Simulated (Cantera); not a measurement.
Charge: 1 mol SiF₄, 0.48 mol N₂O, 4.9 mol H₂, held at 1975 K and 1.00 bar.

These are equilibrium values from Cantera (NASA tables, ideal gas, pure condensed phases), not measurements of a reactor. Candidate condensed phases: H₂O, Si, SiO₂, Si₂N₂O, Si₃N₄; 58 gas species. The tables' values for SiF₃, SiF₂ are old estimates; treat these amounts as uncertain. The tables hold silica as quartz up to 1696 K and as liquid above; real silica turns to tridymite and cristobalite and melts near 1996 K. Equilibrium is a limit: real reactors are often held back by kinetics, nucleation or transport.

Base state: H₂ 0.641, HF 0.161, SiF₄ 0.0931, N₂ 0.0715, SiF₃ 0.0178, H₂O 0.00675, SiO 0.00460, SiHF₃ 0.00240 (mole fractions); condensed: SiO₂(condensed).

Problem. What changes in the equilibrium state with this change: N₂O from 0.48 to 44 mol?

Solution. 
| species | before | after |
|---|---|---|
| N₂ | 0.0715 | 0.621 |
| O₂ | <1e-9 | 0.273 |
| HF | 0.161 | 0.0566 |
| H₂ | 0.641 | 1.85e-5 |
| SiF₃ | 0.0178 | 1.15e-7 |
| SiF₄ | 0.0931 | 3.93e-5 |
| H₂O | 0.00675 | 0.0406 |
| SiHF₃ | 0.00240 | <1e-9 |
| SiF₂ | 0.00102 | <1e-9 |
| NO | 1.18e-8 | 0.00723 |
| SiO | 0.00460 | 2.21e-8 |
| O | 1.38e-9 | 0.000288 |
| SiO₂(condensed), mol | 0.202 | 0.997 |
Gases not in the tables: Si(OH)₄.

Problem. What changes in the equilibrium state with this change: temperature from 1975 K to 1398 K?

Solution. 
```json
[
 {"species": "H₂", "before": "0.641", "after": "0.672"},
 {"species": "SiF₄", "before": "0.0931", "after": "0.122"},
 {"species": "HF", "before": "0.161", "after": "0.119"},
 {"species": "SiF₃", "before": "0.0178", "after": "6.30e-5"},
 {"species": "H₂O", "before": "0.00675", "after": "0.0135"},
 {"species": "N₂", "before": "0.0715", "after": "0.0730"},
 {"species": "SiO", "before": "0.00460", "after": "3.57e-9"},
 {"species": "SiF₂", "before": "0.00102", "after": "2.24e-8"},
 {"species": "SiO₂(condensed), mol", "before": "0.202", "after": "0"},
 {"species": "SiO₂(β-quartz), mol", "before": "0", "after": "0.196"}
]
```
The tables' values for SiF₃ are old estimates; treat these amounts as uncertain. Gases not in the tables: Si(OH)₄.

Problem. What changes in the equilibrium state with this change: temperature from 1975 K to 1548 K?

Solution. 
```csv
species,before,after
H₂,0.641,0.670
HF,0.161,0.127
SiF₄,0.0931,0.119
SiF₃,0.0178,0.000462
N₂,0.0715,0.0728
SiO,0.00460,4.49e-7
SiF₂,0.00102,9.39e-7
H,0.00110,2.52e-5
SiH₂F₂,2.63e-5,7.05e-7
SiHF₃,0.00240,0.000432
"SiO₂(condensed), mol",0.202,0
"SiO₂(β-quartz), mol",0,0.208
```
The tables' values for SiF₃ are old estimates; treat these amounts as uncertain.
